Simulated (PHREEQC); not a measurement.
## Ultrapure water in contact with air or piping

A made-up water analysis in mg/kgw, 25 °C, pH 6.15, pe 12.9:

```tsv
constituent	mg/kgw
Na	0.012
K	0.0115
Ca	0.00743
Mg	0.0155
Cl	0.0439
S(6) as SO4	0.0552
Alkalinity as HCO3	0.00506
Cu(2)	0.00275
Cd	0.0077
Ba	0.00271
B	3.19e-05
```

Na is adjusted to close the charge balance.
Valence states are taken as typed.

Model: ion-association model, wateq4f.dat, run in PHREEQC.

No solid was allowed to form.

What ionic strength does the model give?

ionic strength 4.70e-6 mol/kgw.

In which forms is C present?

CO2 61 %, HCO3- 39 % of the C.
